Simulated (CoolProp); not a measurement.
Model: reference Helmholtz-energy equation of state, Zhou 2011, in CoolProp.

Q: For dimethyl carbonate, give the phase and the density (kg/m³), cv (kJ/(kg K)), isothermal compressibility (1/MPa), expansivity (1/kK) at 283.05 °C and 6.59 bar; 326.85 °C and 6.59 bar.

A: 
- 283.05 °C and 6.59 bar: gas; density 13.5, cv 1.70, isothermal compressibility 1.60, expansivity 2.11
- 326.85 °C and 6.59 bar: gas; density 12.4, cv 1.77, isothermal compressibility 1.58, expansivity 1.89
